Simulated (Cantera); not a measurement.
## Low-pressure radical oxidation in H2/O2

A perfectly stirred reactor is fed with H2 : O2 : N2 : H2O = 0.14 : 1 : 0.16 : 0.019 (molar parts), equivalence ratio 0.070, at 2670 Pa; it is held at 1075 K, and followed from long to short residence time.

Computed with Cantera and the H2/O2 subset of GRI-Mech 3.0, which has no nitrogen chemistry. Radical loss at walls, strong at low pressure, is not modelled. The temperature is held fixed by assumption; the heat of reaction is taken as removed at once.

| τ (s) | x H2 | x O2 | x H2O2 | x H | x HO2 | x OH | x O |
|---|---|---|---|---|---|---|---|
| 1.7 | 0.000293 | 0.744 | 3.17e-7 | 4.71e-5 | 4.56e-6 | 0.000464 | 0.000518 |
| 0.68 | 0.000513 | 0.744 | 3.84e-7 | 0.000117 | 6.40e-6 | 0.000639 | 0.000937 |
| 0.27 | 0.000889 | 0.743 | 4.54e-7 | 0.000292 | 8.57e-6 | 0.000888 | 0.00168 |
| 0.11 | 0.00150 | 0.741 | 5.21e-7 | 0.000703 | 1.08e-5 | 0.00123 | 0.00291 |
| 0.044 | 0.00255 | 0.739 | 5.85e-7 | 0.00169 | 1.31e-5 | 0.00173 | 0.00498 |
| 0.018 | 0.00425 | 0.736 | 6.39e-7 | 0.00384 | 1.50e-5 | 0.00240 | 0.00812 |
| 0.0071 | 0.00722 | 0.730 | 6.80e-7 | 0.00835 | 1.62e-5 | 0.00329 | 0.0127 |
| 0.0029 | 0.0121 | 0.724 | 7.10e-7 | 0.0154 | 1.65e-5 | 0.00429 | 0.0175 |
| 0.0011 | 0.0217 | 0.720 | 7.50e-7 | 0.0230 | 1.59e-5 | 0.00527 | 0.0203 |
x: mole fraction; the columns are a selection and need not sum to one.
